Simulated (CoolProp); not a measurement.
Properties of ethane at several states (Tc = 305.3 K, pc = 48.72 bar, ω = 0.099).

Values from CoolProp's reference Helmholtz-energy equation of state, Bücker 2006.

```tsv
T (K)	p (bar)	phase	density (kg/m³)	cv (kJ/(kg K))	isothermal compressibility (1/MPa)	conductivity (mW/(m K))	fugacity coefficient
430.1	41.5	gas	38.44	2.067	0.2650	43.5	0.9114
384.5	264	supercritical	327.0	1.983	0.01539	80.1	0.5038
600.2	3.6	gas	2.173	2.691	2.783	73.4	0.9982
484.4	52.2	supercritical	41.89	2.286	0.2046	53.2	0.9304
540	9.48	gas	6.402	2.474	1.064	61.7	0.9917
```

Thermal conductivity comes from a separate model (Friend 1991).
